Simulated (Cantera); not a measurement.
A perfectly stirred reactor is fed with CH₄ : H₂O = 1 : 0.6 (molar parts), at 12000 Pa; it is held at 1800 K, and followed from long to short residence time.

Cantera simulation using GRI-Mech 3.0 (53 species, 325 reactions); the numbers are that mechanism's predictions, not measurements. GRI-Mech 3.0 stops at C3 and has no aromatics, soot or wall deposition, so with more carbon than oxygen in the feed, carbon stays in small species such as C2H2 where larger ones or solid carbon would form.

Predict: x(CH₄) at τ = 0.420 s; x(H₂O) at τ = 0.420 s; x(CO₂) at τ = 0.420 s; x(CH₄) at τ = 61.0 ms; x(H₂O) at τ = 61.0 ms; x(CO₂) at τ = 61.0 ms.


| Item | Value |
|---|---|
| x(CH₄) at τ = 0.420 s | 0.0372 |
| x(H₂O) at τ = 0.420 s | 0.125 |
| x(CO₂) at τ = 0.420 s | 0.00424 |
| x(CH₄) at τ = 61.0 ms | 0.0949 |
| x(H₂O) at τ = 61.0 ms | 0.217 |
| x(CO₂) at τ = 61.0 ms | 0.00209 |
